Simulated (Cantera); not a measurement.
A perfectly stirred reactor is fed with CH4 : H2 : O2 : N2 = 1 : 0.25 : 1.42 : 5.33 (molar parts), equivalence ratio 1.5, at 15.0 bar; it is adiabatic with a 548 K inlet, and is followed from long to short residence time, starting on the burning branch (τ in s: 0.021, 0.011, 0.0061, 0.0033, 0.0018, 0.00095, 0.00051, 0.00027, 0.00015, 7.8e-05).

Cantera simulation using GRI-Mech 3.0 (53 species, 325 reactions); the numbers are that mechanism's predictions, not measurements. The pressure lies above the range GRI-Mech 3.0 was tuned for (to about 10 atm).

One state of this run: T (K) = 1916; x CH4 = 0.0189; x H2 = 0.0468; x O2 = 0.0249; x NO2 = 2.26e-9; x C2H4 = 0.00137; x H = 0.000228; x C2H2 = 0.00315. x: mole fraction; the columns are a selection and need not sum to one.

**Question.** Which value of τ (s) does it belong to?
A. 0.0033
B. 7.8e-5
C. 0.00027
D. 0.021

**Answer.** B, 7.8e-5
